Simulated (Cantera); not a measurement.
A perfectly stirred reactor is fed with 26.6 % CO, 2.28 % H2, 0.873 % CH4, 12.4 % O2, 46.5 % N2, 11.4 % CO2, equivalence ratio 1.3, at 3750 Torr; it is adiabatic with a 700 K inlet, and is followed from long to short residence time, starting on the burning branch (τ in s: 0.09, 0.037, 0.015, 0.0062, 0.0025, 0.001, 0.00042, 0.00017, 7e-05, 2.9e-05, 1.2e-05, 4.8e-06).

Cantera simulation using GRI-Mech 3.0 (53 species, 325 reactions); the numbers are that mechanism's predictions, not measurements.

Q: Predict: blow-out, bracketed by the residence times tried; x(CO) at τ = 90.0 ms; x(H2) at τ = 90.0 ms; x(CH4) at τ = 90.0 ms; x(HCN) at τ = 90.0 ms; x(N2O) at τ = 90.0 ms; x(CO) at τ = 0.420 ms; x(H2) at τ = 0.420 ms; x(CH4) at τ = 0.420 ms; x(HCN) at τ = 0.420 ms; x(N2O) at τ = 0.420 ms.

A: 
| Property | Result |
|---|---|
| blow-out, bracketed by the residence times tried | burning at 29.0 µs, out at 12.0 µs |
| x(CO) at τ = 90.0 ms | 0.0878 |
| x(H2) at τ = 90.0 ms | 0.00184 |
| x(CH4) at τ = 90.0 ms | 1.77e-7 |
| x(HCN) at τ = 90.0 ms | 2.42e-8 |
| x(N2O) at τ = 90.0 ms | 1.35e-7 |
| x(CO) at τ = 0.420 ms | 0.117 |
| x(H2) at τ = 0.420 ms | 0.00271 |
| x(CH4) at τ = 0.420 ms | 8.19e-6 |
| x(HCN) at τ = 0.420 ms | 2.87e-8 |
| x(N2O) at τ = 0.420 ms | 5.14e-7 |
